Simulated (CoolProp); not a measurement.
Properties of n-nonane along the isotherm 279.45 °C (Tc = 321.4 °C, pc = 22.82 bar, ω = 0.443).

The numbers come from the reference Helmholtz-energy equation of state, Lemmon 2006 in CoolProp. It is a short technical equation, of lower accuracy than the large ones.

```json
[
 {"p (bar)": "0.108", "phase": "gas", "speed of sound (m/s)": "191.2", "Joule-Thomson coefficient (K/MPa)": "9.951", "isothermal compressibility (1/MPa)": "92.79", "expansivity (1/kK)": "1.824"},
 {"p (bar)": "0.246", "phase": "gas", "speed of sound (m/s)": "190.7", "Joule-Thomson coefficient (K/MPa)": "(withheld)", "isothermal compressibility (1/MPa)": "40.85", "expansivity (1/kK)": "1.843"},
 {"p (bar)": "0.561", "phase": "gas", "speed of sound (m/s)": "189.5", "Joule-Thomson coefficient (K/MPa)": "(withheld)", "isothermal compressibility (1/MPa)": "18.03", "expansivity (1/kK)": "1.888"},
 {"p (bar)": "1.28", "phase": "gas", "speed of sound (m/s)": "186.8", "Joule-Thomson coefficient (K/MPa)": "10.38", "isothermal compressibility (1/MPa)": "8.029", "expansivity (1/kK)": "(withheld)"},
 {"p (bar)": "2.9", "phase": "gas", "speed of sound (m/s)": "180.3", "Joule-Thomson coefficient (K/MPa)": "11.06", "isothermal compressibility (1/MPa)": "3.687", "expansivity (1/kK)": "(withheld)"},
 {"p (bar)": "6.61", "phase": "gas", "speed of sound (m/s)": "162.8", "Joule-Thomson coefficient (K/MPa)": "(withheld)", "isothermal compressibility (1/MPa)": "1.830", "expansivity (1/kK)": "3.284"},
 {"p (bar)": "15", "phase": "liquid", "speed of sound (m/s)": "291.5", "Joule-Thomson coefficient (K/MPa)": "(withheld)", "isothermal compressibility (1/MPa)": "0.03326", "expansivity (1/kK)": "4.628"},
 {"p (bar)": "34.2", "phase": "liquid", "speed of sound (m/s)": "368.2", "Joule-Thomson coefficient (K/MPa)": "0.4630", "isothermal compressibility (1/MPa)": "0.01891", "expansivity (1/kK)": "3.148"}
]
```

Question: Some entries are withheld; supply them.

Answer: 
- 0.246, Joule-Thomson coefficient (K/MPa): 9.999
- 0.561, Joule-Thomson coefficient (K/MPa): 10.11
- 1.28, expansivity (1/kK): 1.997
- 2.9, expansivity (1/kK): 2.283
- 6.61, Joule-Thomson coefficient (K/MPa): 13.23
- 15, Joule-Thomson coefficient (K/MPa): 0.9695
